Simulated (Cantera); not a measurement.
What does this Cantera script print?

```python
import numpy as np
import cantera as ct

gas_names = [...]  # 116 gases of nasa_gas.yaml made of C, H, Mg, O
cond_names = """
    C(gr) C6H6(L) C7H8(L) C8H18(L),n-octa H2O(s) H2O(L) Mg(cr) Mg(L) MgCO3(s) MgO(s) MgO(L) MgO2H2(s)
""".split()


# ... load() reads the species with a 1 bar reference pressure and builds the phases ...
atoms = {
    'MgCO3': {'Mg': 1, 'C': 1, 'O': 3},
    'CO2': {'C': 1, 'O': 2},
    'H2': {'H': 2},
}
top_T = {'C(gr)': 4500}  # K; cautious upper limits of use, not melting points


# ... equilibrate(T, P, feed) seeds the gas with the atoms and calls Mixture.equilibrate('TP', solver="vcs", rtol=1e-11, max_steps=5000) ...
results = []
feed = {'MgCO3': 1, 'CO2': 0.92, 'H2': 0.15}  # mol
T = 600  # K
P = 1333.22  # Pa
mix = equilibrate(T, P, feed)
results.append((T, P, feed, dict(zip(mix.species_names, mix.species_moles))))
x = sorted(zip(gas.X, gas.species_names), reverse=True)
print(f"T = {T:g} K  P = {P:g} Pa  gas = {mix.phase_moles(0):.4g} mol")
print("   x: " + "  ".join(f"{s} {v:.3e}" for v, s in x if v > 0.001))
print("   condensed (mol): " + ("  ".join(f"{mix.phase(i).name} {mix.phase_moles(i):.4g}"
      for i in range(1, mix.n_phases) if mix.phase_moles(i) > 1e-12) or "none"))
```

Result:

```
T = 600 K  P = 1333.22 Pa  gas = 2.025 mol
   x: CO2 9.154e-01  H2O 5.476e-02  H2 1.846e-02  CO 1.092e-02
   condensed (mol): C(gr) 0.04352  MgO(s) 1
```

Cantera equilibrium calculation (NASA polynomials, part measured and part estimated; ideal gas, pure solids and liquids).
